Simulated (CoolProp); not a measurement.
Saturation properties of carbon dioxide.

Values from CoolProp's reference Helmholtz-energy equation of state, Span 1996.

```tsv
T (°C)	p (bar)	surface tension (mN/m)	vapour viscosity (µPa s)
-31.35	13.64	10.8	12.2
-25.95	16.32	9.62	…
-20.65	19.30	8.51	12.9
-15.25	…	7.41	13.3
-9.95	26.52	6.36	13.7
-4.55	30.84	5.32	…
0.75	35.55	4.35	14.6
6.15	…	3.40	15.3
11.55	46.78	2.50	…
```

Problem. What belongs in the gaps?

Solution. 
- -25.95, vapour viscosity (µPa s): 12.6
- -15.25, p (bar): 22.74
- -4.55, vapour viscosity (µPa s): 14.1
- 6.15, p (bar): 40.88
- 11.55, vapour viscosity (µPa s): 16.0

Viscosity comes from a separate model (Laesecke 2017). Surface tension comes from a separate correlation (Mulero 2012).
